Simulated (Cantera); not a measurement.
Cantera run:

```python
import numpy as np
import cantera as ct

gas_names = """
    CL CL2 H HCL H2 Si SiCL SiCL2 SiCL3 SiCL4 SiH SiHCL3 SiH2 SiH2CL2 SiH3 SiH3CL SiH4 Si2 Si3
""".split()
cond_names = """
    Si(cr) Si(L)
""".split()


# ... load() reads the species with a 1 bar reference pressure and builds the phases ...
atoms = {
    'Si2Cl6': {'Si': 2, 'CL': 6},
    'H2': {'H': 2},
}
top_T = {}  # K; cautious upper limits of use, not melting points


# ... equilibrate(T, P, feed) seeds the gas with the atoms and calls Mixture.equilibrate('TP', solver="vcs", rtol=1e-11, max_steps=5000) ...
results = []
feed = {'Si2Cl6': 1, 'H2': 780}  # mol
P = 10000  # Pa
for T in [1075, 1150, 1225, 1300, 1375, 1450, 1525, 1600, 1675, 1750]:
    mix = equilibrate(T, P, feed)
    results.append((T, P, feed, dict(zip(mix.species_names, mix.species_moles))))
    x = sorted(zip(gas.X, gas.species_names), reverse=True)
    print(f"T = {T:g} K  P = {P:g} Pa  gas = {mix.phase_moles(0):.4g} mol")
    print("   x: " + "  ".join(f"{s} {v:.3e}" for v, s in x if v > 0.0001))
    print("   condensed (mol): " + ("  ".join(f"{mix.phase(i).name} {mix.phase_moles(i):.4g}"
          for i in range(1, mix.n_phases) if mix.phase_moles(i) > 1e-12) or "none"))
```

It prints:

```
T = 1075 K  P = 10000 Pa  gas = 782.8 mol
   x: H2 9.931e-01  HCL 6.564e-03  SiHCL3 1.556e-04
   condensed (mol): Si(cr) 1.702
T = 1150 K  P = 10000 Pa  gas = 782.9 mol
   x: H2 9.926e-01  HCL 7.176e-03  SiCL2 1.141e-04
   condensed (mol): Si(cr) 1.842
T = 1225 K  P = 10000 Pa  gas = 783 mol
   x: H2 9.925e-01  HCL 7.319e-03  SiCL2 1.316e-04
   condensed (mol): Si(cr) 1.874
T = 1300 K  P = 10000 Pa  gas = 783 mol
   x: H2 9.925e-01  HCL 7.342e-03  SiCL2 1.448e-04
   condensed (mol): Si(cr) 1.877
T = 1375 K  P = 10000 Pa  gas = 783 mol
   x: H2 9.925e-01  HCL 7.336e-03  SiCL2 1.563e-04
   condensed (mol): Si(cr) 1.873
T = 1450 K  P = 10000 Pa  gas = 783 mol
   x: H2 9.925e-01  HCL 7.322e-03  SiCL2 1.666e-04
   condensed (mol): Si(cr) 1.866
T = 1525 K  P = 10000 Pa  gas = 783 mol
   x: H2 9.924e-01  HCL 7.305e-03  SiCL2 1.760e-04
   condensed (mol): Si(cr) 1.859
T = 1600 K  P = 10000 Pa  gas = 783.1 mol
   x: H2 9.923e-01  HCL 7.288e-03  SiCL2 1.845e-04  H 1.713e-04
   condensed (mol): Si(cr) 1.849
T = 1675 K  P = 10000 Pa  gas = 783.1 mol
   x: H2 9.921e-01  HCL 7.271e-03  H 3.657e-04  SiCL2 1.922e-04
   condensed (mol): Si(cr) 1.833
T = 1750 K  P = 10000 Pa  gas = 783.3 mol
   x: H2 9.917e-01  HCL 7.294e-03  H 7.324e-04  SiCL2 1.782e-04
   condensed (mol): Si(L) 1.824
```

These are equilibrium values from Cantera (NASA tables, ideal gas, pure condensed phases), not measurements of a reactor. The feed counts by its element totals alone. The tables' values for SiCl3 are old estimates; treat these amounts as uncertain. Gases not in the tables: Si2H6 and higher silanes.
